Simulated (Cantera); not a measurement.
An adiabatic, constant-volume homogeneous reactor starts with CH4 : O2 : N2 = 1 : 1.82 : 6.84 (molar parts), equivalence ratio 1.1, at 1425 K and 14.0 bar. Integrator tolerance rtol = 1e-08.

Computed with Cantera and GRI-Mech 3.0 (53 species, 325 reactions). The pressure lies above the range GRI-Mech 3.0 was tuned for (to about 10 atm). Above 3000 K some thermodynamic fits are extrapolated.

Question: What does this change do: initial temperature 1425 to 1750 K?

Answer: 
```tsv
quantity	before	after
time of steepest temperature rise	0.277 ms	16.8 µs
temperature at 6.00 s	3132 K	3249 K
equilibrium temperature	3132 K	3249 K
x(CH4) at 6.00 s	1.26e-12 (gas-phase equilibrium 1.53e-12)	1.56e-12 (gas-phase equilibrium 1.92e-12)
x(O2) at 6.00 s	0.00852 (gas-phase equilibrium 0.00852)	0.0114 (gas-phase equilibrium 0.0114)
x(C2H4) at 6.00 s	<1e-12 (gas-phase equilibrium <1e-12)	<1e-12 (gas-phase equilibrium <1e-12)
x(C2H6) at 6.00 s	<1e-12 (gas-phase equilibrium <1e-12)	<1e-12 (gas-phase equilibrium <1e-12)
x(HCN) at 6.00 s	5.24e-8 (gas-phase equilibrium 5.24e-8)	7.42e-8 (gas-phase equilibrium 7.42e-8)
x(H2O2) at 6.00 s	1.81e-6 (gas-phase equilibrium 1.81e-6)	2.09e-6 (gas-phase equilibrium 2.09e-6)
x(O) at 6.00 s	0.00285 (gas-phase equilibrium 0.00285)	0.00510 (gas-phase equilibrium 0.00510)
```

Question: What does this change do: constant pressure in place of constant volume?

Answer: 
| quantity | before | after |
|---|---|---|
| time of steepest temperature rise | 0.277 ms | 0.298 ms |
| temperature at 6.00 s | 3132 K | 2897 K |
| equilibrium temperature | 3132 K | 2897 K |
| x(CH4) at 6.00 s | 1.26e-12 (gas-phase equilibrium 1.53e-12) | <1e-12 (gas-phase equilibrium <1e-12) |
| x(O2) at 6.00 s | 0.00852 (gas-phase equilibrium 0.00852) | 0.00639 (gas-phase equilibrium 0.00639) |
| x(C2H4) at 6.00 s | <1e-12 (gas-phase equilibrium <1e-12) | <1e-12 (gas-phase equilibrium <1e-12) |
| x(C2H6) at 6.00 s | <1e-12 (gas-phase equilibrium <1e-12) | <1e-12 (gas-phase equilibrium <1e-12) |
| x(HCN) at 6.00 s | 5.24e-8 (gas-phase equilibrium 5.24e-8) | 1.45e-8 (gas-phase equilibrium 1.45e-8) |
| x(H2O2) at 6.00 s | 1.81e-6 (gas-phase equilibrium 1.81e-6) | 7.63e-7 (gas-phase equilibrium 7.63e-7) |
| x(O) at 6.00 s | 0.00285 (gas-phase equilibrium 0.00285) | 0.00169 (gas-phase equilibrium 0.00169) |
